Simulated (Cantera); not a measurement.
Charge: 1 mol Fe(CO)5, 2.1 mol H2, 53 mol N2, 1 mol O2, at 3750 Torr.

Cantera equilibrium calculation (NASA polynomials, part measured and part estimated; ideal gas, pure solids and liquids). Candidate condensed phases: C, C6H6, C7H8, C8H18, Fe, Fe(CO)5, FeO, Fe(OH)2, Fe(OH)3, Fe2O3, Fe3O4, H2O; 140 gas species. Mutual solubility and eutectic melting of coexisting phases are not modelled. The tables' stoichiometric FeO is somewhat more stable than real wüstite, so its field is too wide. FeO: taken at fixed stoichiometry. Equilibrium is a limit: real reactors are often held back by kinetics, nucleation or transport.

Task: At 1025 K, list the 5 most abundant gas species with their mole fractions, and the condensed phases.

Result: N2 0.882, CO 0.0667, H2 0.0291, CO2 0.0164, H2O 0.00552. Condensed: Fe(α) + FeO(s).
